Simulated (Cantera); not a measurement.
Charge: 1 mol borazine, 2.4 mol H2O, 5.3 mol H2, at 60.0 Pa.

Equilibrium computed with Cantera from the NASA thermochemical tables; the gas is ideal and each condensed phase is pure. Candidate condensed phases: B, BN, B2O3, B3O3H3, H2O; 39 gas species. The feed counts by its element totals alone. Mutual solubility and eutectic melting of coexisting phases are not modelled. The numbers say what is thermodynamically allowed, not how fast it happens.

**Question.** Which condensed phases are stable at each of these points (T (K)): 1825, 1850, 1875, 1900, 1925, 1950, 1975?

**Answer.** 
```csv
T (K),condensed phases,B condensed (%)
1825,BN(s),20.6
1850,BN(s),20.3
1875,BN(s),20.1
1900,BN(s),20.0
1925,BN(s),19.8
1950,B(s) + BN(s),19.6
1975,B(s),19.4
```

From 1825 K to 1925 K the condensed part is BN(s). At 1950 K the condensed part is B(s) + BN(s). At 1975 K the condensed part is B(s).
